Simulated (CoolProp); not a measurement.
Properties of decamethylcyclopentasiloxane (D5) along the isotherm 471.3 K.

Values from CoolProp's reference Helmholtz-energy equation of state, Thol 2019.

```tsv
p (kPa)	phase	density (kg/m³)	cv (kJ/(kg K))	Joule-Thomson coefficient (K/MPa)	isothermal compressibility (1/MPa)	fugacity coefficient
269	liquid	760.9	1.739	-0.1399	0.007437	0.2638
539	liquid	762.4	1.739	-0.1476	0.007253	0.1361
808	liquid	763.9	1.739	-0.1549	0.007080	0.09390
1080	liquid	765.3	1.739	-0.1620	0.006914	0.07265
1350	liquid	766.7	1.739	-0.1686	0.006758	0.06009
1620	liquid	768.1	1.739	-0.1750	0.006609	0.05177
1890	liquid	769.5	1.739	-0.1810	0.006468	0.04588
2160	liquid	770.8	1.739	-0.1868	0.006333	0.04150
2420	liquid	772.1	1.739	-0.1921	0.006210	0.03824
2690	liquid	773.4	1.739	-0.1974	0.006087	0.03556
```
